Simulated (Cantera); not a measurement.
What does this Cantera script print?

```python
import numpy as np
import cantera as ct

gas_names = [...]  # 95 gases of nasa_gas.yaml made of C, F, H
cond_names = """
    C(gr) C6H6(L) C7H8(L) C8H18(L),n-octa
""".split()


# ... load() reads the species with a 1 bar reference pressure and builds the phases ...
atoms = {
    'CH3F': {'C': 1, 'H': 3, 'F': 1},
    'CH4': {'C': 1, 'H': 4},
}
top_T = {'C(gr)': 4500}  # K; cautious upper limits of use, not melting points


# ... equilibrate(T, P, feed) seeds the gas with the atoms and calls Mixture.equilibrate('TP', solver="vcs", rtol=1e-11, max_steps=5000) ...
results = []
feed = {'CH3F': 1, 'CH4': 0.078}  # mol
for P in [1, 3.2, 10, 32, 100, 320, 1000, 3200, 10000, 32000, 100000]:
    for T in [2150, 2300, 2450, 2600, 2750, 2900, 3050, 3200, 3350, 3500]:
        mix = equilibrate(T, P, feed)
        results.append((T, P, feed, dict(zip(mix.species_names, mix.species_moles))))

for T, P, feed, n in results:
    print(f"{T:7g} {P:10.4g}  " + (" + ".join(c for c in cond_names if n.get(c, 0) > 1e-12) or "gas only"))
```

Output:

```
   2150          1  C(gr)
   2300          1  C(gr)
   2450          1  C(gr)
   2600          1  gas only
   2750          1  gas only
   2900          1  gas only
   3050          1  gas only
   3200          1  gas only
   3350          1  gas only
   3500          1  gas only
   2150        3.2  C(gr)
   2300        3.2  C(gr)
   2450        3.2  C(gr)
   2600        3.2  C(gr)
   2750        3.2  gas only
   2900        3.2  gas only
   3050        3.2  gas only
   3200        3.2  gas only
   3350        3.2  gas only
   3500        3.2  gas only
   2150         10  C(gr)
   2300         10  C(gr)
   2450         10  C(gr)
   2600         10  C(gr)
   2750         10  gas only
   2900         10  gas only
   3050         10  gas only
   3200         10  gas only
   3350         10  gas only
   3500         10  gas only
   2150         32  C(gr)
   2300         32  C(gr)
   2450         32  C(gr)
   2600         32  C(gr)
   2750         32  C(gr)
   2900         32  gas only
   3050         32  gas only
   3200         32  gas only
   3350         32  gas only
   3500         32  gas only
   2150        100  C(gr)
   2300        100  C(gr)
   2450        100  C(gr)
   2600        100  C(gr)
   2750        100  C(gr)
   2900        100  gas only
   3050        100  gas only
   3200        100  gas only
   3350        100  gas only
   3500        100  gas only
   2150        320  C(gr)
   2300        320  C(gr)
   2450        320  C(gr)
   2600        320  C(gr)
   2750        320  C(gr)
   2900        320  C(gr)
   3050        320  gas only
   3200        320  gas only
   3350        320  gas only
   3500        320  gas only
   2150       1000  C(gr)
   2300       1000  C(gr)
   2450       1000  C(gr)
   2600       1000  C(gr)
   2750       1000  C(gr)
   2900       1000  C(gr)
   3050       1000  C(gr)
   3200       1000  gas only
   3350       1000  gas only
   3500       1000  gas only
   2150       3200  C(gr)
   2300       3200  C(gr)
   2450       3200  C(gr)
   2600       3200  C(gr)
   2750       3200  C(gr)
   2900       3200  C(gr)
   3050       3200  C(gr)
   3200       3200  C(gr)
   3350       3200  gas only
   3500       3200  gas only
   2150      1e+04  C(gr)
   2300      1e+04  C(gr)
   2450      1e+04  C(gr)
   2600      1e+04  C(gr)
   2750      1e+04  C(gr)
   2900      1e+04  C(gr)
   3050      1e+04  C(gr)
   3200      1e+04  C(gr)
   3350      1e+04  gas only
   3500      1e+04  gas only
   2150    3.2e+04  C(gr)
   2300    3.2e+04  C(gr)
   2450    3.2e+04  C(gr)
   2600    3.2e+04  C(gr)
   2750    3.2e+04  C(gr)
   2900    3.2e+04  C(gr)
   3050    3.2e+04  C(gr)
   3200    3.2e+04  C(gr)
   3350    3.2e+04  C(gr)
   3500    3.2e+04  gas only
   2150      1e+05  C(gr)
   2300      1e+05  C(gr)
   2450      1e+05  C(gr)
   2600      1e+05  C(gr)
   2750      1e+05  C(gr)
   2900      1e+05  C(gr)
   3050      1e+05  C(gr)
   3200      1e+05  C(gr)
   3350      1e+05  C(gr)
   3500      1e+05  C(gr)
```

Cantera equilibrium calculation (NASA polynomials, part measured and part estimated; ideal gas, pure solids and liquids).
